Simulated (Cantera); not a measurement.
# Stirred combustor or abatement burner

A perfectly stirred reactor is fed with C3H8 : O2 : N2 = 1 : 11 : 56.6 (molar parts), equivalence ratio 0.45, at 1000000 Pa; it is adiabatic with a 775 K inlet, and is followed from long to short residence time, starting on the burning branch (τ in s: 0.073, 0.03, 0.012, 0.005, 0.002, 0.00083, 0.00034, 0.00014, 5.6e-05, 2.3e-05, 9.4e-06, 3.8e-06).

Cantera simulation using GRI-Mech 3.0 (53 species, 325 reactions); the numbers are that mechanism's predictions, not measurements. GRI-Mech 3.0 was tuned for natural gas; its chemistry of propane as a main component is partial and can be far from experiment.

```json
[
 {"τ (s)": "0.073", "T (K)": "1606", "x C3H8": "1.07e-6", "x O2": "0.0863", "x H2": "4.43e-6", "x CO2": "0.0429", "x NO": "2.59e-6", "x O": "7.69e-6", "x C2H4": "3.84e-6"},
 {"τ (s)": "0.030", "T (K)": "1604", "x C3H8": "2.11e-6", "x O2": "0.0863", "x H2": "8.09e-6", "x CO2": "0.0428", "x NO": "2.59e-6", "x O": "1.26e-5", "x C2H4": "7.18e-6"},
 {"τ (s)": "0.012", "T (K)": "1601", "x C3H8": "4.19e-6", "x O2": "0.0865", "x H2": "1.55e-5", "x CO2": "0.0425", "x NO": "2.56e-6", "x O": "2.13e-5", "x C2H4": "1.35e-5"},
 {"τ (s)": "0.0050", "T (K)": "1596", "x C3H8": "8.10e-6", "x O2": "0.0868", "x H2": "2.97e-5", "x CO2": "0.0419", "x NO": "2.31e-6", "x O": "3.49e-5", "x C2H4": "2.48e-5"},
 {"τ (s)": "0.0020", "T (K)": "1585", "x C3H8": "1.66e-5", "x O2": "0.0875", "x H2": "6.18e-5", "x CO2": "0.0406", "x NO": "1.72e-6", "x O": "5.66e-5", "x C2H4": "4.79e-5"},
 {"τ (s)": "0.00083", "T (K)": "1559", "x C3H8": "3.76e-5", "x O2": "0.0891", "x H2": "0.000142", "x CO2": "0.0377", "x NO": "9.06e-7", "x O": "7.93e-5", "x C2H4": "0.000101"},
 {"τ (s)": "0.00034", "T (K)": "775", "x C3H8": "0.0146", "x O2": "0.160", "x H2": "<1e-12", "x CO2": "<1e-12", "x NO": "<1e-12", "x O": "<1e-12", "x C2H4": "1.77e-11"},
 {"τ (s)": "0.00014", "T (K)": "775", "x C3H8": "0.0146", "x O2": "0.160", "x H2": "<1e-12", "x CO2": "<1e-12", "x NO": "<1e-12", "x O": "<1e-12", "x C2H4": "5.47e-12"},
 {"τ (s)": "5.6e-5", "T (K)": "775", "x C3H8": "0.0146", "x O2": "0.160", "x H2": "<1e-12", "x CO2": "<1e-12", "x NO": "<1e-12", "x O": "<1e-12", "x C2H4": "1.55e-12"},
 {"τ (s)": "2.3e-5", "T (K)": "775", "x C3H8": "0.0146", "x O2": "0.160", "x H2": "<1e-12", "x CO2": "<1e-12", "x NO": "<1e-12", "x O": "<1e-12", "x C2H4": "<1e-12"},
 {"τ (s)": "9.4e-6", "T (K)": "775", "x C3H8": "0.0146", "x O2": "0.160", "x H2": "<1e-12", "x CO2": "<1e-12", "x NO": "<1e-12", "x O": "<1e-12", "x C2H4": "<1e-12"},
 {"τ (s)": "3.8e-6", "T (K)": "775", "x C3H8": "0.0146", "x O2": "0.160", "x H2": "<1e-12", "x CO2": "<1e-12", "x NO": "<1e-12", "x O": "<1e-12", "x C2H4": "<1e-12"}
]
```
x: mole fraction; the columns are a selection and need not sum to one.
